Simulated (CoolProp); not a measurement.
Saturated liquid density (kg/m³) of toluene: the reference equation beside estimates from Tc = 591.7 K, pc = 4126 kPa, ω = 0.266.

Values from CoolProp's reference Helmholtz-energy equation of state, Lemmon 2006. It is a short technical equation, of lower accuracy than the large ones.

```json
[
 {"T (K)": "334.9", "reference": "827.5", "Redlich-Kwong": "719.6", "Soave-Redlich-Kwong": "740.2", "Peng-Robinson": "834.4"},
 {"T (K)": "348.7", "reference": "814.1", "Redlich-Kwong": "707.1", "Soave-Redlich-Kwong": "729.1", "Peng-Robinson": "822.5"},
 {"T (K)": "362.4", "reference": "800.7", "Redlich-Kwong": "694.2", "Soave-Redlich-Kwong": "717.4", "Peng-Robinson": "809.9"},
 {"T (K)": "376.2", "reference": "786.8", "Redlich-Kwong": "680.5", "Soave-Redlich-Kwong": "704.9", "Peng-Robinson": "796.5"},
 {"T (K)": "389.9", "reference": "772.8", "Redlich-Kwong": "666.3", "Soave-Redlich-Kwong": "691.8", "Peng-Robinson": "782.3"},
 {"T (K)": "403.7", "reference": "758.2", "Redlich-Kwong": "651.4", "Soave-Redlich-Kwong": "677.9", "Peng-Robinson": "767.1"},
 {"T (K)": "417.4", "reference": "743.4", "Redlich-Kwong": "635.8", "Soave-Redlich-Kwong": "663.1", "Peng-Robinson": "751.0"},
 {"T (K)": "431.2", "reference": "727.8", "Redlich-Kwong": "619.3", "Soave-Redlich-Kwong": "647.3", "Peng-Robinson": "733.6"},
 {"T (K)": "444.9", "reference": "711.8", "Redlich-Kwong": "602.0", "Soave-Redlich-Kwong": "630.6", "Peng-Robinson": "715.0"},
 {"T (K)": "458.6", "reference": "695.1", "Redlich-Kwong": "583.7", "Soave-Redlich-Kwong": "612.7", "Peng-Robinson": "695.0"},
 {"T (K)": "472.4", "reference": "677.3", "Redlich-Kwong": "564.2", "Soave-Redlich-Kwong": "593.2", "Peng-Robinson": "673.3"},
 {"T (K)": "486.1", "reference": "658.5", "Redlich-Kwong": "543.6", "Soave-Redlich-Kwong": "572.4", "Peng-Robinson": "649.7"},
 {"T (K)": "499.9", "reference": "638.3", "Redlich-Kwong": "521.3", "Soave-Redlich-Kwong": "549.6", "Peng-Robinson": "623.8"},
 {"T (K)": "513.6", "reference": "616.5", "Redlich-Kwong": "497.5", "Soave-Redlich-Kwong": "524.8", "Peng-Robinson": "595.4"},
 {"T (K)": "527.4", "reference": "592.2", "Redlich-Kwong": "471.3", "Soave-Redlich-Kwong": "497.1", "Peng-Robinson": "563.4"}
]
```

Absolute difference from the reference over all 15 rows, mean and median: Redlich-Kwong 15.6 and 14.9 %, Soave-Redlich-Kwong 11.9 and 11.1 %, Peng-Robinson 1.4 and 1.1 %.
